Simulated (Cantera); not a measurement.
A closed system holds: 1 mol FeS, 4.3 mol SO₂, 0.53 mol CO₂, 0.18 mol SO₃, held at 0.520 bar.

Equilibrium computed with Cantera from the NASA thermochemical tables; the gas is ideal and each condensed phase is pure. Candidate condensed phases: C, Fe, Fe(CO)₅, FeO, FeS, FeSO₄, FeS₂, Fe₂O₃, Fe₂(SO₄)₃, Fe₃O₄, S; 25 gas species. The tables' stoichiometric FeO is somewhat more stable than real wüstite, so its field is too wide. FeO: taken at fixed stoichiometry. Rates play no part.

Problem. At 1525 K, list the 4 most abundant gas species with their mole fractions, and the condensed phases.

Solution. SO₂ 0.764, S₂ 0.123, CO₂ 0.0897, CO 0.00977. Condensed: FeO(s).
